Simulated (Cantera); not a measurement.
Input (Python, Cantera):

```python
import numpy as np
import cantera as ct

gas = ct.Solution("h2o2.yaml")
gas.TPX = 1050, 120, {'H2': 0.14, 'O2': 1}
inlet = ct.Reservoir(gas, clone=True)

reactor = ct.IdealGasConstPressureReactor(gas, energy="off", clone=False)
exhaust = ct.Reservoir(gas, clone=True)
tau = [1.3, 0.68, 0.35, 0.18, 0.093, 0.048, 0.025, 0.013, 0.0066][0]
for a, b in ((inlet, reactor), (reactor, exhaust)):
    ct.MassFlowController(a, b, mdot=lambda t: reactor.mass / tau)
net = ct.ReactorNet([reactor])
show = ['H2', 'O2', 'H', 'H2O2', 'H2O', 'HO2', 'OH']

rows = []
print(f"{'tau/s':>10s}{'T/K':>9s}" + "".join(f"{s:>11s}" for s in show))
for tau in [1.3, 0.68, 0.35, 0.18, 0.093, 0.048, 0.025, 0.013, 0.0066]:
    net.initial_time = 0.0
    net.advance(30 * tau)
    before = gas.X
    net.advance(40 * tau)
    drift = np.max(np.abs(gas.X - before) / (gas.X + 1e-9))
    rows.append([gas.T, *gas[show].X, drift])
    print(f"{tau:10.3e}{gas.T:9.1f}" + "".join(f"{x:11.3e}" for x in gas[show].X))
```

It prints:

```
     tau/s      T/K         H2         O2          H       H2O2        H2O        HO2         OH
 1.300e+00   1050.0  2.779e-03  8.362e-01  1.695e-02  1.863e-08  1.143e-01  9.057e-07  3.136e-03
 6.800e-01   1050.0  3.680e-03  8.270e-01  2.417e-02  1.756e-08  1.084e-01  9.051e-07  3.535e-03
 3.500e-01   1050.0  4.844e-03  8.193e-01  3.125e-02  1.727e-08  1.024e-01  8.962e-07  3.916e-03
 1.800e-01   1050.0  6.536e-03  8.148e-01  3.689e-02  1.819e-08  9.686e-02  8.864e-07  4.311e-03
 9.300e-02   1050.0  9.276e-03  8.137e-01  4.068e-02  2.059e-08  9.146e-02  8.772e-07  4.771e-03
 4.800e-02   1050.0  1.395e-02  8.158e-01  4.254e-02  2.463e-08  8.527e-02  8.642e-07  5.307e-03
 2.500e-02   1050.0  2.177e-02  8.206e-01  4.199e-02  2.995e-08  7.729e-02  8.400e-07  5.829e-03
 1.300e-02   1050.0  3.475e-02  8.283e-01  3.811e-02  3.519e-08  6.601e-02  7.942e-07  6.130e-03
 6.600e-03   1050.0  5.630e-02  8.403e-01  2.927e-02  3.646e-08  4.902e-02  7.108e-07  5.760e-03
```

Computed with Cantera and the H2/O2 subset of GRI-Mech 3.0, which has no nitrogen chemistry. Radical loss at walls, strong at low pressure, is not modelled. The temperature is held fixed by assumption; the heat of reaction is taken as removed at once.
